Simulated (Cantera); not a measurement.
# Fluorocarbon and chlorocarbon gases: CH2F2 + F2 + H2 + HCl

Charge: 1 mol CH2F2, 0.17 mol F2, 0.31 mol H2, 0.12 mol HCl, at 1.00 bar.

These are equilibrium values from Cantera (NASA tables, ideal gas, pure condensed phases), not measurements of a reactor. Candidate condensed phases: C, C6H6, C7H8, C8H18; 118 gas species. Equilibrium is a limit: real reactors are often held back by kinetics, nucleation or transport.

From 1175 °C to 1975 °C the condensed part is C(graphite). The main C-bearing gas is CH4 at 1175 °C and C2H2 (acetylene) at 1975 °C.

```
T (°C)   x HF    x H2   x HCl       x H      x Cl  x C2H2 (acetylene)  n C(graphite)
------  -----  ------  ------  --------  --------  ------------------  -------------
1175    0.900  0.0538  0.0462   2.14e-6   1.49e-6             2.56e-7          1.000
1275    0.900  0.0538  0.0461   7.14e-6   4.89e-6             8.45e-7          1.000
1375    0.900  0.0538  0.0461   2.07e-5   1.39e-5             2.41e-6          1.000
1475    0.900  0.0538  0.0461   5.30e-5   3.50e-5             6.08e-6          1.000
1575    0.900  0.0538  0.0461  0.000123   8.00e-5             1.39e-5          1.000
1675    0.900  0.0538  0.0460  0.000262  0.000168             2.90e-5          1.000
1775    0.900  0.0537  0.0458  0.000519  0.000328             5.63e-5          1.000
1875    0.899  0.0535  0.0455  0.000964  0.000600            0.000102          0.999
1975    0.899  0.0533  0.0451   0.00170   0.00104            0.000176          0.999
```
x: gas mole fraction; n: condensed amount in mol.
